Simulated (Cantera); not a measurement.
An isothermal, constant-pressure homogeneous reactor starts with C₃H₈ : H₂ = 1 : 84 (molar parts), at 1173 K and 0.0257 atm. Integrator tolerance rtol = 1e-08.

Cantera simulation using GRI-Mech 3.0 (53 species, 325 reactions); the numbers are that mechanism's predictions, not measurements. GRI-Mech 3.0 was tuned for natural gas; its chemistry of propane as a main component is partial and can be far from experiment. GRI-Mech 3.0 stops at C3 and has no aromatics, soot or wall deposition, so with more carbon than oxygen in the feed, carbon stays in small species such as C2H2 where larger ones or solid carbon would form. Radical loss at walls, strong at low pressure, is not modelled.

Problem. What does this change do: temperature 1173 to 1100 K?

Solution. 
| quantity | before | after |
|---|---|---|
| x(C₃H₈) at 200 s | 2.44e-9 (gas-phase equilibrium 5.77e-11) | 1.66e-8 (gas-phase equilibrium 2.41e-11) |
| x(H₂) at 200 s | 0.975 (gas-phase equilibrium 0.965) | 0.974 (gas-phase equilibrium 0.965) |
| x(C₂H) at 200 s | 3.12e-12 (gas-phase equilibrium <1e-12) | <1e-12 (gas-phase equilibrium <1e-12) |
| x(C₂H₂) at 200 s | 0.00677 (gas-phase equilibrium 0.000322) | 0.00353 (gas-phase equilibrium 2.16e-5) |
| x(C₂H₄) at 200 s | 0.00309 (gas-phase equilibrium 0.000150) | 0.00563 (gas-phase equilibrium 3.59e-5) |
| x(CH₄) at 200 s | 0.0150 (gas-phase equilibrium 0.0343) | 0.0164 (gas-phase equilibrium 0.0352) |

Problem. What does this change do: temperature 1173 to 1373 K?

Solution. 
```
quantity                                            before                                      after
----------------  ----------------------------------------  -----------------------------------------
x(C₃H₈) at 200 s  2.44e-9 (gas-phase equilibrium 5.77e-11)  1.34e-11 (gas-phase equilibrium 1.23e-11)
x(H₂) at 200 s         0.975 (gas-phase equilibrium 0.965)        0.977 (gas-phase equilibrium 0.978)
x(C₂H) at 200 s    3.12e-12 (gas-phase equilibrium <1e-12)  1.79e-10 (gas-phase equilibrium 1.96e-10)
x(C₂H₂) at 200 s  0.00677 (gas-phase equilibrium 0.000322)      0.0110 (gas-phase equilibrium 0.0117)
x(C₂H₄) at 200 s  0.00309 (gas-phase equilibrium 0.000150)  0.000315 (gas-phase equilibrium 0.000337)
x(CH₄) at 200 s      0.0150 (gas-phase equilibrium 0.0343)      0.0120 (gas-phase equilibrium 0.0103)
```
